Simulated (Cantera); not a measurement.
Cantera run, input and output.

```python
import numpy as np
import cantera as ct

gas = ct.Solution("gri30.yaml")
gas.TPX = 1350, 55000, {'CO': 0.014, 'O2': 0.01, 'H2O': 0.0014, 'N2': 1}
reactor = ct.IdealGasConstPressureReactor(gas, energy="off", clone=False)
net = ct.ReactorNet([reactor])
net.rtol, net.atol = 1e-08, 1e-18
show = ['CO', 'O2', 'H2O', 'OH', 'H']
times = np.geomspace(1e-06, 2, 9)

steps = ct.SolutionArray(gas, extra=["t"])
rows = []
print(f"{'t/s':>10s}{'T/K':>9s}{'P/Pa':>11s}" + "".join(f"{s:>11s}" for s in show))
for t in times:
    while net.time < t:
        t_next = net.step()
        steps.append(gas.state, t=t_next)
    rows.append([np.interp(t, steps.t, y) for y in (steps.T, steps.P, *steps(*show).X.T)])
    print(f"{t:10.3e}{rows[-1][0]:9.1f}{rows[-1][1]:11.4g}" + "".join(f"{x:11.3e}" for x in rows[-1][2:]))
rate = np.gradient(steps.T, steps.t)
print("integrator steps:", len(steps.t))
if steps.T.max() > steps.T[0] + 200:
    print(f"time of steepest temperature rise: {steps.t[rate.argmax()]:.4e} s")
gas.TPX = 1350, 55000, {'CO': 0.014, 'O2': 0.01, 'H2O': 0.0014, 'N2': 1}
gas.equilibrate("TP")
print(f"equilibrium (TP): T = {gas.T:.1f} K  " + "  ".join(f"{s} {gas[s].X[0]:.3e}" for s in show))
```

Result:

```
       t/s      T/K       P/Pa         CO         O2        H2O         OH          H
 1.000e-06   1350.0    5.5e+04  1.365e-02  9.752e-03  1.365e-03  9.359e-14  1.074e-15
 6.132e-06   1350.0    5.5e+04  1.365e-02  9.752e-03  1.365e-03  8.152e-13  4.733e-14
 3.761e-05   1350.0    5.5e+04  1.365e-02  9.752e-03  1.365e-03  1.249e-11  3.282e-12
 2.306e-04   1350.0    5.5e+04  1.365e-02  9.752e-03  1.365e-03  2.702e-10  2.094e-10
 1.414e-03   1350.0    5.5e+04  1.365e-02  9.752e-03  1.365e-03  1.416e-08  1.467e-08
 8.672e-03   1350.0    5.5e+04  8.875e-03  6.838e-03  8.602e-04  1.129e-04  7.551e-04
 5.318e-02   1350.0    5.5e+04  6.107e-04  3.209e-03  1.311e-03  4.479e-05  3.987e-05
 3.261e-01   1350.0    5.5e+04  3.027e-05  2.954e-03  1.368e-03  1.003e-05  4.572e-07
 2.000e+00   1350.0    5.5e+04  1.346e-06  2.943e-03  1.373e-03  2.384e-06  5.818e-09
integrator steps: 1591
equilibrium (TP): T = 1350.0 K  CO 1.387e-07  O2 2.910e-03  H2O 1.374e-03  OH 8.591e-07  H 2.718e-10
```

Cantera simulation using GRI-Mech 3.0 (53 species, 325 reactions); the numbers are that mechanism's predictions, not measurements.
